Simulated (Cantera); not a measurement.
**Ignition delay**

Mixture: CH4 : O2 : N2 = 1 : 3.39 : 12.7 (molar parts), equivalence ratio 0.59, at 990000 Pa, adiabatic and at constant pressure. Ignition delay is the time to a rise of 400 K.

Computed with Cantera and GRI-Mech 3.0 (53 species, 325 reactions).

| T0 (K) | delay (ms) |
|---|---|
| 1375 | 0.523 |
| 1450 | 0.248 |
| 1525 | 0.124 |
| 1600 | 0.0652 |
| 1675 | 0.0362 |

The apparent activation energy between 1525 and 1675 K comes out as 170 kJ/mol.
